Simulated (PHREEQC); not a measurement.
## Polishing slurry liquid: an equilibrium model

A solution holds 3.6 mmol/kgw H2SO4 and 32 mmol/kgw KH2PO4, at 40 °C. Closed to the air; pH follows from the charge balance.

All values are PHREEQC results (ion-association model, phreeqc.dat), not measurements.

Precipitation was switched off in this run.

Predict the pH, ionic strength.

pH 2.87; ionic strength 0.0361 mol/kgw.

In which forms is P present?

H2PO4- 83 %, H3PO4 17 % of the P.

At this temperature some constants are extrapolated from 25 °C, and those without enthalpy data are left unchanged.
